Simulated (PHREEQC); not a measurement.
Make-up at 25 °C: 0.033 mol Pb(NO3)2, 0.0033 mol LiNO3 and 0.44 mol Cu(NO3)2 per kg of water. Closed to the air; pH follows from the charge balance.

Equilibrium calculation in PHREEQC: ion-association model, wateq4f.dat.

Q: The ionic strength comes out as 1.37 mol/kgw. What activity coefficients do PbNO3+, Li+, NO3-, Cu2(OH)2+2, H+ get?

A: PbNO3+ 0.86, Li+ 0.66, NO3- 0.53, Cu2(OH)2+2 0.55, H+ 0.73.

No solid was allowed to form. The solution is supersaturated, for example in Cu2(OH)3NO3, so a real one may precipitate; this is no full list. Caution: at this ionic strength the ion-association model is outside its range; a Pitzer model would be the better tool where its parameters exist. Complexes and solids missing from the database can't appear.
